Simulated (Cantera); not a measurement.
Input (Python, Cantera):

```python
import numpy as np
import cantera as ct

surf = ct.Interface("ptcombust.yaml", "Pt_surf")
gas = surf.adjacent["gas"]
gas.TPX = 650, 79000, {'CO': 0.0058, 'O2': 0.042, 'N2': 0.79, 'H2O': 0.09}
surf.TP = 650, 79000
reactor = ct.FlowReactor(gas, clone=False)
reactor.area = 0.0001  # m2
reactor.surface_area_to_volume_ratio = 120  # 1/m
reactor.mass_flow_rate = 0.32 * reactor.area * gas.density  # inlet velocity 0.32 m/s
reactor.energy_enabled = False
wall = ct.ReactorSurface(surf, reactor, clone=False)
net = ct.ReactorNet([reactor])
net.rtol, net.atol = 1e-8, 1e-16
show, cover = ['CO', 'O2', 'H2O', 'CO2'], ['PT(S)', 'H(S)', 'O(S)', 'OH(S)', 'CO(S)', 'C(S)']

rows = []
print(f"{'z/m':>9s}{'u/(m/s)':>9s}" + "".join(f"{s:>13s}" for s in show + cover))
for z in [4.3e-05, 7.1e-05, 0.00012, 0.0002, 0.00033, 0.00055, 0.00092, 0.0015, 0.0026, 0.0043]:
    net.advance(z)
    rows.append([reactor.speed, *gas[show].X, *surf[cover].coverages])
    print(f"{z:9.4g}{rows[-1][0]:9.3g}" + "".join(f"{x:13.4e}" for x in rows[-1][1:]))
```

Output:

```
      z/m  u/(m/s)           CO           O2          H2O          CO2        PT(S)         H(S)         O(S)        OH(S)        CO(S)         C(S)
  4.3e-05     0.32   6.2340e-03   4.5260e-02   9.7005e-02   1.7430e-05   3.6583e-02   2.9405e-08   1.6952e-02   1.9433e-03   9.4447e-01   1.0034e-13
  7.1e-05     0.32   6.2226e-03   4.5255e-02   9.7005e-02   2.8821e-05   3.6638e-02   2.9427e-08   1.7002e-02   1.9477e-03   9.4436e-01   1.0018e-13
  0.00012     0.32   6.2027e-03   4.5245e-02   9.7006e-02   4.8834e-05   3.6735e-02   2.9466e-08   1.7092e-02   1.9554e-03   9.4416e-01   9.9899e-14
   0.0002     0.32   6.1699e-03   4.5229e-02   9.7008e-02   8.1731e-05   3.6896e-02   2.9531e-08   1.7242e-02   1.9683e-03   9.4384e-01   9.9429e-14
  0.00033     0.32   6.1160e-03   4.5204e-02   9.7010e-02   1.3579e-04   3.7165e-02   2.9639e-08   1.7495e-02   1.9899e-03   9.4330e-01   9.8652e-14
  0.00055     0.32   6.0230e-03   4.5159e-02   9.7015e-02   2.2906e-04   3.7643e-02   2.9829e-08   1.7949e-02   2.0286e-03   9.4232e-01   9.7294e-14
  0.00092     0.32   5.8612e-03   4.5082e-02   9.7023e-02   3.9142e-04   3.8522e-02   3.0174e-08   1.8801e-02   2.1003e-03   9.4052e-01   9.4873e-14
   0.0015     0.32   5.5913e-03   4.4952e-02   9.7036e-02   6.6207e-04   4.0136e-02   3.0790e-08   2.0424e-02   2.2346e-03   9.3715e-01   9.0665e-14
   0.0026     0.32   5.0054e-03   4.4672e-02   9.7064e-02   1.2498e-03   4.4486e-02   3.2357e-08   2.5190e-02   2.6131e-03   9.2764e-01   8.0652e-14
   0.0043     0.32   3.6414e-03   4.4019e-02   9.7131e-02   2.6181e-03   6.5172e-02   3.8296e-08   5.6581e-02   4.7419e-03   8.7341e-01   4.9528e-14
```

Model: Deutschmann's 1995 Pt surface mechanism with GRI-Mech 3.0 gas chemistry, integrated in Cantera. Catalytic surfaces can have several steady states; this one follows from the mechanism file's or the stated starting coverage. Mass transfer to the wall is taken as infinitely fast.
